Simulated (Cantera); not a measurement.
Charge: 1 mol SiCl₄, 0.81 mol O₃, 0.1 mol H₂, held at 1400 °C and 58000 Pa.

These are equilibrium values from Cantera (NASA tables, ideal gas, pure condensed phases), not measurements of a reactor. Candidate condensed phases: H₂O, Si, SiO₂; 30 gas species. The tables hold silica as quartz up to 1696 K and as liquid above; real silica turns to tridymite and cristobalite and melts near 1996 K. Equilibrium is a limit: real reactors are often held back by kinetics, nucleation or transport.

Base state: Cl₂ 0.659, Cl 0.177, O₂ 0.0842, HCl 0.0786, ClO 0.000789, H₂O 3.93e-5, SiCl₄ 2.76e-5, O 1.27e-5 (mole fractions); condensed: SiO₂(β-quartz).

Task: What changes in the equilibrium state with this change: temperature from 1400 °C to 1077 °C?

Result: 
```tsv
species	before	after
Cl₂	0.659	0.800
O₂	0.0842	0.0917
HCl	0.0786	0.0852
Cl	0.177	0.0224
SiCl₄	2.76e-5	5.65e-7
O	1.27e-5	1.68e-7
ClO	0.000789	0.000157
H₂O	3.93e-5	0.000111
SiO₂(β-quartz), mol	1.000	1.000
```
